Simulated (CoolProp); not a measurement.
Vapour-liquid equilibrium of hydrogen sulfide (1) + n-pentane (2) at 0.801 MPa; x and y are mole fractions of (1).

Values from CoolProp's multi-fluid Helmholtz-energy mixture model, Lemmon 2006 and Thol 2019; pair parameters Kunz 2012.

| x | bubble temperature, mixture model (K) | bubble temperature, Raoult's law (K) | y, mixture model | y, Raoult's law |
|---|---|---|---|---|
| 0.05 | 367.7 | 361.7 | 0.335 | 0.461 |
| 0.2 | 316.0 | 321.2 | 0.849 | 0.850 |
| 0.35 | 291.1 | 300.8 | 0.945 | 0.939 |
| 0.5 | 280.6 | 287.9 | 0.969 | 0.971 |
| 0.65 | 275.2 | 278.8 | 0.979 | 0.986 |
| 0.8 | 271.0 | 271.9 | 0.987 | 0.994 |
| 0.95 | 266.4 | 266.4 | 0.996 | 0.999 |

The largest gap from Raoult's law is -9.7 K in bubble temperature, at x = 0.35. No azeotrope shows between x = 0.05 and 0.95.

The pair parameters rest on a limited set of measurements; away from them the model extrapolates. The gap from Raoult's law changes sign with composition, which may be real or a fault of the pair parameters; it wasn't checked against measurements.
